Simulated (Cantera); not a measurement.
What does this Cantera script print?

```python
import numpy as np
import cantera as ct

gas_names = """
    Fe H H2 H2S N NH NH2 NH3 N2 N2H2 N2H4 S SH SN S2 S8
""".split()
cond_names = """
    Fe(a) Fe(c) Fe(d) Fe(L) FeS(a) FeS(b) FeS(c) FeS(L) FeS2(s) S(cr1) S(cr2) S(L)
""".split()


# ... load() reads the species with a 1 bar reference pressure and builds the phases ...
atoms = {
    'FeS2': {'Fe': 1, 'S': 2},
    'H2': {'H': 2},
    'N2': {'N': 2},
}
top_T = {'FeS2(s)': 1010}  # K; cautious upper limits of use, not melting points


# ... equilibrate(T, P, feed) seeds the gas with the atoms and calls Mixture.equilibrate('TP', solver="vcs", rtol=1e-11, max_steps=5000) ...
results = []
feed = {'FeS2': 1, 'H2': 3.3, 'N2': 37}  # mol
P = 101325  # Pa
for T in [1448, 1498, 1548, 1598, 1648, 1698, 1748, 1798, 1848]:
    mix = equilibrate(T, P, feed)
    results.append((T, P, feed, dict(zip(mix.species_names, mix.species_moles))))
    x = sorted(zip(gas.X, gas.species_names), reverse=True)
    print(f"T = {T:g} K  P = {P:g} Pa  gas = {mix.phase_moles(0):.4g} mol")
    print("   x: " + "  ".join(f"{s} {v:.3e}" for v, s in x if v > 0.0001))
    print("   condensed (mol): " + ("  ".join(f"{mix.phase(i).name} {mix.phase_moles(i):.4g}"
          for i in range(1, mix.n_phases) if mix.phase_moles(i) > 1e-12) or "none"))
```

It prints:

```
T = 1448 K  P = 101325 Pa  gas = 40.44 mol
   x: N2 9.149e-01  H2 6.380e-02  H2S 1.770e-02  S2 3.415e-03  SH 1.931e-04
   condensed (mol): FeS(c) 1
T = 1498 K  P = 101325 Pa  gas = 40.48 mol
   x: N2 9.140e-01  H2 6.553e-02  H2S 1.585e-02  S2 4.290e-03  SH 2.695e-04
   condensed (mol): FeS(L) 1
T = 1548 K  P = 101325 Pa  gas = 40.52 mol
   x: N2 9.132e-01  H2 6.721e-02  H2S 1.405e-02  S2 5.131e-03  SH 3.618e-04
   condensed (mol): FeS(L) 1
T = 1598 K  P = 101325 Pa  gas = 40.55 mol
   x: N2 9.125e-01  H2 6.877e-02  H2S 1.237e-02  S2 5.904e-03  SH 4.701e-04
   condensed (mol): FeS(L) 1
T = 1648 K  P = 101325 Pa  gas = 40.58 mol
   x: N2 9.118e-01  H2 7.016e-02  H2S 1.085e-02  S2 6.593e-03  SH 5.944e-04
   condensed (mol): FeS(L) 1
T = 1698 K  P = 101325 Pa  gas = 40.61 mol
   x: N2 9.111e-01  H2 7.139e-02  H2S 9.485e-03  S2 7.190e-03  SH 7.342e-04
   condensed (mol): FeS(L) 1
T = 1748 K  P = 101325 Pa  gas = 40.63 mol
   x: N2 9.106e-01  H2 7.245e-02  H2S 8.287e-03  S2 7.697e-03  SH 8.892e-04
   condensed (mol): FeS(L) 0.9999
T = 1798 K  P = 101325 Pa  gas = 40.66 mol
   x: N2 9.101e-01  H2 7.335e-02  S2 8.117e-03  H2S 7.244e-03  SH 1.059e-03
   condensed (mol): FeS(L) 0.9997
T = 1848 K  P = 101325 Pa  gas = 40.68 mol
   x: N2 9.096e-01  H2 7.409e-02  S2 8.459e-03  H2S 6.340e-03  SH 1.242e-03  H 1.434e-04
   condensed (mol): FeS(L) 0.9993
```

These are equilibrium values from Cantera (NASA tables, ideal gas, pure condensed phases), not measurements of a reactor. FeS: taken at fixed stoichiometry.
